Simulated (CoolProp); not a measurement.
A closed Brayton cycle with carbon dioxide: compressor inlet 317.15 K and 9.2 MPa, high pressure 18.1 MPa, turbine inlet 995 K, compressor efficiency 0.85, turbine efficiency 0.9, recuperator effectiveness 0.8 (on enthalpy, no pinch check). Each further row changes one setting.

The numbers come from the reference Helmholtz-energy equation of state, Span 1996 in CoolProp.

```csv
case,thermal efficiency (%),net work (kJ/kg),compressor to turbine work,compressor exit (K),turbine exit (K)
as stated,26.8,88.7,0.20,357.1,902.4
turbine inlet 945 K,26.4,82.8,0.22,357.1,855.6
compressor inlet 327.15 K,26.7,___,0.27,379.9,902.4
high pressure 15.4 MPa,22.8,___,___,347.4,924.0
recuperator effectiveness 0.5,16.8,88.7,0.20,357.1,902.4
```

### Question
Fill in the missing entries.

### Answer

- compressor inlet 327.15 K, net work (kJ/kg): 80.9
- high pressure 15.4 MPa, net work (kJ/kg): 69.3
- high pressure 15.4 MPa, compressor to turbine work: 0.19
